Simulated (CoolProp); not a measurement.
Values from CoolProp's reference Helmholtz-energy equation of state, Lemmon 2016.

Problem. Give the vapour pressure (MPa), liquid density (kg/m³), vapour density (kg/m³), liquid cp (kJ/(kg K)) of saturated R227EA at -21.65 °C.

Solution. 
| T (°C) | p (MPa) | liquid density (kg/m³) | vapour density (kg/m³) | liquid cp (kJ/(kg K)) |
|---|---|---|---|---|
| -21.65 | 0.0801 | 1560 | 6.80 | 1.07 |
